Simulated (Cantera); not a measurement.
Feed: 1 mol Si3N4, 1.4 mol H2O, 32 mol H2, at 7.50 mbar.

These are equilibrium values from Cantera (NASA tables, ideal gas, pure condensed phases), not measurements of a reactor. Candidate condensed phases: H2O, Si, SiO2, Si2N2O, Si3N4; 35 gas species. Mutual solubility and eutectic melting of coexisting phases are not modelled. Rates play no part.

x: gas mole fraction; n: condensed amount in mol.

```csv
T (K),x H2,x N2,x SiO,x H,x Si,x SiH2,n Si2N2O(s),n Si3N4(s),n Si(s)
848,0.986,0.0138,<1e-12,2.18e-10,<1e-12,<1e-12,1.40,0.0667,0
948,0.986,0.0138,<1e-12,6.01e-9,<1e-12,<1e-12,1.40,0.0667,0
1048,0.986,0.0138,<1e-12,8.86e-8,<1e-12,<1e-12,1.40,0.0667,0
1148,0.986,0.0138,[?],[?],<1e-12,[?],1.40,0.0667,0
1248,0.986,0.0138,7.44e-9,5.36e-6,1.14e-11,3.27e-10,1.40,0.0667,0
1348,0.986,0.0138,4.74e-7,2.65e-5,1.61e-9,1.07e-8,1.40,0.0667,0
1448,0.986,0.0138,[?],[?],[?],[?],1.40,0.0669,0
1548,0.984,0.0158,0.000357,0.000353,4.24e-6,2.68e-6,1.39,0.0383,0.0971
1648,0.962,0.0272,0.00990,0.00101,3.43e-5,8.15e-6,1.06,0,0.542
```

Problem. Some entries are withheld; supply them.

Solution. 
- 1448, x SiO: 1.69e-5
- 1448, x H: 0.000106
- 1448, x Si: 1.14e-7
- 1448, x SiH2: 2.16e-7
- 1148, x SiO: 5.56e-11
- 1148, x H: 8.21e-7
- 1148, x SiH2: 5.39e-12
